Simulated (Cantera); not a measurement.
A perfectly stirred reactor is fed with CH4 : O2 : N2 = 0.0059 : 0.048 : 1 (molar parts), at 9.87 atm; it is held at 1125 K, and followed from long to short residence time.

Cantera simulation using GRI-Mech 3.0 (53 species, 325 reactions); the numbers are that mechanism's predictions, not measurements.

**Question.** What does this change do: CH4 0.0059 to 0.00075 parts?

**Answer.** 
| quantity | before | after |
|---|---|---|
| x(CH4) at τ = 0.400 s | 0.000242 | 6.90e-5 |
| x(O2) at τ = 0.400 s | 0.0354 | 0.0446 |
| x(CO) at τ = 0.400 s | 0.00112 | 0.000255 |
| x(H2O2) at τ = 0.400 s | 6.67e-7 | 7.89e-8 |
| x(C2H2) at τ = 0.400 s | 7.41e-8 | 1.23e-8 |
| x(CH4) at τ = 60.0 ms | 0.000765 | 0.000211 |
| x(O2) at τ = 60.0 ms | 0.0371 | 0.0450 |
| x(CO) at τ = 60.0 ms | 0.00224 | 0.000336 |
| x(H2O2) at τ = 60.0 ms | 3.37e-6 | 3.46e-7 |
| x(C2H2) at τ = 60.0 ms | 2.52e-7 | 4.25e-8 |
